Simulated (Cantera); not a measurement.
A freely propagating, adiabatic, planar premixed flame of 32.5 % CO, 1.49 % H2, 1.07 % CH4, 13.7 % O2, 51.3 % N2, equivalence ratio 1.4, unburnt at 400 K and 100000 Pa; mixture-averaged transport, grid criteria slope 0.08 and curve 0.16, no radiation.

Cantera simulation using GRI-Mech 3.0 (53 species, 325 reactions); the numbers are that mechanism's predictions, not measurements. Burning velocities carry a grid error of a few per cent, more on coarse grids.

Question: Predict: laminar burning velocity; thermal thickness; peak x(CH3); peak x(HCO).

Answer: 
| Item | Result |
|---|---|
| laminar burning velocity | 105 cm/s |
| thermal thickness | 0.545 mm |
| peak x(CH3) | 6.57e-5 |
| peak x(HCO) | 8.36e-6 |
